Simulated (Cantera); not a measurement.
A freely propagating, adiabatic, planar premixed flame of 6.51 % CH4, 19.6 % O2, 73.9 % N2, equivalence ratio 0.66, unburnt at 300 K and 1.01 bar; mixture-averaged transport, grid criteria slope 0.08 and curve 0.16, no radiation.

Cantera simulation using GRI-Mech 3.0 (53 species, 325 reactions); the numbers are that mechanism's predictions, not measurements. Burning velocities carry a grid error of a few per cent, more on coarse grids.

x: mole fraction of selected species; z is measured from the peak of heat release.

| z (mm) | T (K) | u (m/s) | x CH4 | x O2 | x C2H4 | x N2O | x OH | x C2H6 |
|---|---|---|---|---|---|---|---|---|
| -2.24 | 300 | 0.166 | 0.0651 | 0.196 | <1e-8 | <1e-8 | <1e-8 | <1e-8 |
| -1.49 | 303 | 0.168 | 0.0649 | 0.196 | 1.47e-7 | <1e-8 | <1e-8 | 1.97e-7 |
| -1.12 | 319 | 0.177 | 0.0640 | 0.195 | 1.31e-6 | <1e-8 | <1e-8 | 2.01e-6 |
| -0.747 | 413 | 0.230 | 0.0590 | 0.188 | 1.32e-5 | <1e-8 | [?] | 2.36e-5 |
| -0.373 | 811 | 0.453 | 0.0386 | 0.156 | 0.000101 | 4.68e-8 | [?] | 0.000216 |
| -0.187 | 1153 | 0.647 | 0.0204 | 0.124 | 0.000178 | 1.02e-7 | [?] | 0.000331 |
| 0 | 1478 | 0.829 | 0.00382 | 0.0895 | 7.08e-5 | 1.93e-7 | [?] | 3.42e-5 |
| 0.187 | 1607 | 0.898 | 0.000132 | 0.0741 | 9.30e-7 | 3.09e-7 | [?] | 3.03e-8 |
| 0.373 | 1660 | 0.924 | 3.25e-6 | 0.0699 | <1e-8 | 3.91e-7 | [?] | <1e-8 |
| 0.747 | 1714 | 0.951 | <1e-8 | 0.0674 | <1e-8 | 4.88e-7 | [?] | <1e-8 |
| 1.49 | 1753 | 0.970 | <1e-8 | 0.0664 | <1e-8 | 5.76e-7 | [?] | <1e-8 |
| 2.99 | 1770 | 0.979 | <1e-8 | 0.0662 | <1e-8 | 5.14e-7 | [?] | <1e-8 |
| 5.97 | 1776 | 0.982 | <1e-8 | 0.0662 | <1e-8 | 2.71e-7 | [?] | <1e-8 |

Task: Some entries are withheld; supply them.

Result: 
- -0.747, x OH: 2.51e-8
- -0.373, x OH: 4.46e-6
- -0.187, x OH: 7.21e-5
- 0, x OH: 0.00109
- 0.187, x OH: 0.00292
- 0.373, x OH: 0.00334
- 0.747, x OH: 0.00302
- 1.49, x OH: 0.00210
- 2.99, x OH: 0.00119
- 5.97, x OH: 0.000680
